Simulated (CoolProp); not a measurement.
Vapour-liquid equilibrium of isopentane (1) + R365MFC (2) at 16 bar; x and y are mole fractions of (1).

Computed with CoolProp (multi-fluid Helmholtz-energy mixture model, Lemmon 2006 and Lemmon 2016; pair parameters Bell 2016).

```csv
x,"bubble temperature, mixture model (°C)","bubble temperature, Raoult's law (°C)","y, mixture model","y, Raoult's law"
0.05,(withheld),146.7,0.086,0.055
0.2,(withheld),145.8,0.286,0.218
0.35,132.1,145.0,0.424,0.375
0.5,130.1,144.1,0.530,0.527
0.65,(withheld),143.2,0.629,0.675
0.8,131.9,142.2,0.744,0.818
0.95,(withheld),141.3,0.917,0.955
```

Problem. Some entries are withheld; supply them.

Solution. 
- 0.05, bubble temperature, mixture model (°C): 143.6
- 0.2, bubble temperature, mixture model (°C): 136.2
- 0.65, bubble temperature, mixture model (°C): 130.0
- 0.95, bubble temperature, mixture model (°C): 137.6

The largest gap from Raoult's law is -14.0 K in bubble temperature, at x = 0.5. y crosses x between x = 0.5 and 0.65: the model has an azeotrope there.

The pair parameters rest on a limited set of measurements; away from them the model extrapolates.
